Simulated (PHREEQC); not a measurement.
0.01 mol of Iodyrite (AgI) is brought to equilibrium with 1 kg of water holding 30 mmol/kgw NaCl, at 30 °C, the pH being set by adding NaOH or HCl. Oxygen alone is held at its pressure in air (log pO2 = -0.68). No CO2 enters from the air. The run lets Iodyrite, Cerargyrite, Ag2O precipitate or redissolve, and no other solid.

Equilibrium calculation in PHREEQC: ion-association model, wateq4f.dat.

| pH | dissolved Ag (mol/kgw) | dissolved I (mol/kgw) | Ag(OH)2- (mol/kgw) |
|---|---|---|---|
| 5 | 1.94e-7 | 1.94e-7 | 0 |
| 5.5 | 1.94e-7 | 1.94e-7 | 0 |
| 6 | 1.94e-7 | 1.94e-7 | 0 |
| 6.5 | 1.94e-7 | 1.94e-7 | 0 |
| 7 | 1.94e-7 | 1.94e-7 | 0 |
| 7.5 | 1.94e-7 | 1.94e-7 | 0 |
| 8 | 1.94e-7 | 1.94e-7 | 0 |
| 8.5 | 1.94e-7 | 1.94e-7 | 0 |
| 9 | 1.94e-7 | 1.94e-7 | 0 |
| 9.5 | 1.94e-7 | 1.94e-7 | 1.29e-14 |
| 10 | 1.94e-7 | 1.94e-7 | 1.29e-13 |
| 10.5 | 1.94e-7 | 1.94e-7 | 1.29e-12 |
| 11 | 1.94e-7 | 1.94e-7 | 1.29e-11 |
| 11.5 | 1.95e-7 | 1.95e-7 | 1.31e-10 |
| 12 | 1.95e-7 | 1.95e-7 | 1.36e-9 |
| 12.5 | 2.02e-7 | 2.02e-7 | 1.44e-8 |
| 13 | 2.64e-7 | 2.64e-7 | 1.23e-7 |

Complexes and solids missing from the database can't appear.
